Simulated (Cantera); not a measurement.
# Gas activation for diamond growth

A perfectly stirred reactor is fed with 2.33 % CH4, 97.2 % H2, 0.438 % CO2, at 24.0 Torr; it is held at 2200 K, and followed from long to short residence time.

Detailed kinetics in Cantera: GRI-Mech 3.0 (53 species, 325 reactions). GRI-Mech 3.0 stops at C3 and has no aromatics, soot or wall deposition, so with more carbon than oxygen in the feed, carbon stays in small species such as C2H2 where larger ones or solid carbon would form. Radical loss at walls, strong at low pressure, is not modelled.

```json
[
 {"τ (s)": "12", "x CH4": "7.20e-5", "x H2": "0.952", "x CO2": "1.96e-7", "x CH2": "1.98e-6", "x CH2O": "1.37e-10"},
 {"τ (s)": "3.8", "x CH4": "0.000134", "x H2": "0.953", "x CO2": "6.42e-7", "x CH2": "3.38e-6", "x CH2O": "2.90e-10"},
 {"τ (s)": "1.2", "x CH4": "0.000271", "x H2": "0.955", "x CO2": "2.19e-6", "x CH2": "5.68e-6", "x CH2O": "1.17e-9"},
 {"τ (s)": "0.40", "x CH4": "0.000574", "x H2": "0.958", "x CO2": "7.22e-6", "x CH2": "8.92e-6", "x CH2O": "5.35e-9"},
 {"τ (s)": "0.13", "x CH4": "0.00129", "x H2": "0.961", "x CO2": "2.44e-5", "x CH2": "1.34e-5", "x CH2O": "2.03e-8"},
 {"τ (s)": "0.042", "x CH4": "0.00290", "x H2": "0.963", "x CO2": "8.55e-5", "x CH2": "1.91e-5", "x CH2O": "5.20e-8"},
 {"τ (s)": "0.014", "x CH4": "0.00611", "x H2": "0.964", "x CO2": "0.000295", "x CH2": "2.45e-5", "x CH2O": "9.54e-8"},
 {"τ (s)": "0.0044", "x CH4": "0.0119", "x H2": "0.964", "x CO2": "0.00101", "x CH2": "2.60e-5", "x CH2O": "1.45e-7"},
 {"τ (s)": "0.0014", "x CH4": "0.0185", "x H2": "0.966", "x CO2": "0.00262", "x CH2": "1.65e-5", "x CH2O": "1.62e-7"},
 {"τ (s)": "0.00046", "x CH4": "0.0220", "x H2": "0.969", "x CO2": "0.00400", "x CH2": "3.91e-6", "x CH2O": "8.74e-8"},
 {"τ (s)": "0.00015", "x CH4": "0.0229", "x H2": "0.971", "x CO2": "0.00433", "x CH2": "5.01e-7", "x CH2O": "2.07e-8"}
]
```
x: mole fraction; the columns are a selection and need not sum to one.
